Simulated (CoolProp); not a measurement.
A single-stage vapour-compression cycle with the fluid: evaporating at 202.15 K (dew point), condensing at 263.15 K (bubble point), superheat 10 K, subcooling 8 K, compressor efficiency 0.6, no pressure losses. The same conditions are run with several fluids, on thermodynamics alone (safety and materials aside).

Model: reference Helmholtz-energy equation of state of each fluid (R115: Lemmon 2016; C2F6 (R116): Lemmon 2006; hydrogen sulfide: Lemmon 2006; hydrogen chloride: Thol 2018), in CoolProp.

```
fluid              cooling COP  pressure ratio  discharge temperature (K)  refrigerating effect (kJ/kg)  volumetric capacity (kJ/m³)
-----------------  -----------  --------------  -------------------------  ----------------------------  ---------------------------
R115                      1.58            16.9                      305.9                          93.2                          155
C2F6 (R116)               1.35            9.61                      293.4                          64.4                          774
hydrogen sulfide          1.50            13.4                      512.8                           462                          516
hydrogen chloride         1.43            9.37                      515.5                           345                         1570
```
